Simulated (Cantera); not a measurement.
Input: 1 mol SiC, 1.2 mol O2, 10 mol N2, 0.04 mol CO2, equilibrated at 0.100 bar.

These are equilibrium values from Cantera (NASA tables, ideal gas, pure condensed phases), not measurements of a reactor. Candidate condensed phases: C, Si, SiC, SiO2, Si2N2O, Si3N4; 34 gas species. N2 is the only nitrogen source here; it is nearly inert below about 1500 K, so the nitride shown seldom forms there in practice. Mutual solubility and eutectic melting of coexisting phases are not modelled. The tables hold silica as quartz up to 1696 K and as liquid above; real silica turns to tridymite and cristobalite and melts near 1996 K. Kinetics and transport are ignored. All values below are at 1052 °C.

Base state: N2 0.904, CO 0.0958, CO2 1.16e-5 (mole fractions); condensed: SiO2(β-quartz) + Si2N2O(s).

**Question.** What changes in the equilibrium state with this change: O2 from 1.2 to 0.0058 mol?

**Answer.** 
| species | before | after |
|---|---|---|
| N2 | 0.904 | 1.000 |
| CO | 0.0958 | 1.29e-5 |
| CO2 | 1.16e-5 | <1e-9 |
| SiO2(β-quartz), mol | 0.627 | 0 |
| Si2N2O(s), mol | 0.187 | 0.0915 |
| C(graphite), mol | 0 | 1.04 |
| Si3N4(s), mol | 0 | 0.272 |
